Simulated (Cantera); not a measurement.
Charge: 1 mol CH3F, 2.1 mol H2, at 13300 Pa.

These are equilibrium values from Cantera (NASA tables, ideal gas, pure condensed phases), not measurements of a reactor. Candidate condensed phases: C, C6H6, C7H8, C8H18; 95 gas species. Kinetics and transport are ignored.

At 2677 °C, list the 4 most abundant gas species with their mole fractions, and the condensed phases.

H2 0.497, H 0.261, HF 0.211, C2H2 (acetylene) 0.0266. Condensed: C(graphite).
